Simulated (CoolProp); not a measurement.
R1123 along the isobar 29.8 bar: density (kg/m³) from the reference equation and from simpler models built on Tc = 58.6 °C, pc = 45.49 bar, ω = 0.243; each cubic takes its own stable root.

Computed with CoolProp (reference Helmholtz-energy equation of state, Akasaka 2020).

```
T (°C)  phase  reference  van der Waals  Soave-Redlich-Kwong
------  -----  ---------  -------------  -------------------
48.85     gas      136.3          125.4                133.8
59.25     gas      122.6          116.7                121.1
69.65     gas      112.9          109.7                111.8
80.05     gas      105.4          103.8                104.5
90.45     gas      99.22          98.65                98.46
100.85    gas      94.05          94.16                93.36
111.25    gas      89.59          90.16                88.95
121.65    gas      85.69          86.58                85.07
132.15    gas      82.18          83.30                81.60
142.55    gas      79.07          80.34                78.50
152.95    gas      76.24          77.63                75.70
163.35    gas      73.66          75.12                73.15
173.75    gas      71.30          72.80                70.80
184.15    gas      69.11          70.64                68.63
194.55    gas      67.08          68.63                66.63
```
